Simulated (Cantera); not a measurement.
## Carbon deposition, reforming and gasification: CH3OH + O2

Input: 1 mol CH3OH, a varied amount of O2, at 2075 K and 4.30 bar.

Method: chemical equilibrium by Gibbs-energy minimisation in Cantera with the NASA 1993 tables (ideal gas, pure condensed phases). Candidate condensed phases: C, C6H6, C7H8, C8H18, H2O; 110 gas species. Kinetics and transport are ignored.

From 0.11 mol O2 to 0.61 mol O2 nothing is condensed. The main C-bearing gas is CO throughout.

| n(O2) (mol) | x H2 | x H2O | x CO | x CO2 | x H | x OH |
|---|---|---|---|---|---|---|
| 0.11 | 0.600 | 0.0659 | 0.326 | 0.00737 | 0.000995 | 1.25e-5 |
| 0.16 | 0.570 | 0.0955 | 0.322 | 0.0111 | 0.000970 | 1.85e-5 |
| 0.2 | 0.547 | 0.119 | 0.319 | 0.0143 | 0.000950 | 2.36e-5 |
| 0.25 | 0.518 | 0.148 | 0.315 | 0.0185 | 0.000924 | 3.02e-5 |
| 0.29 | 0.495 | 0.171 | 0.311 | 0.0222 | 0.000904 | 3.56e-5 |
| 0.34 | 0.466 | 0.200 | 0.306 | 0.0270 | 0.000877 | 4.28e-5 |
| 0.38 | 0.444 | 0.222 | 0.302 | 0.0311 | 0.000856 | 4.89e-5 |
| 0.43 | 0.416 | 0.250 | 0.297 | 0.0367 | 0.000829 | 5.68e-5 |
| 0.47 | 0.394 | 0.272 | 0.292 | 0.0414 | 0.000807 | 6.34e-5 |
| 0.52 | 0.367 | 0.299 | 0.285 | 0.0478 | 0.000779 | 7.22e-5 |
| 0.56 | 0.346 | 0.320 | 0.280 | 0.0533 | 0.000756 | 7.97e-5 |
| 0.61 | 0.320 | 0.346 | 0.273 | 0.0606 | 0.000727 | 8.96e-5 |
x: gas mole fraction; nothing condenses.
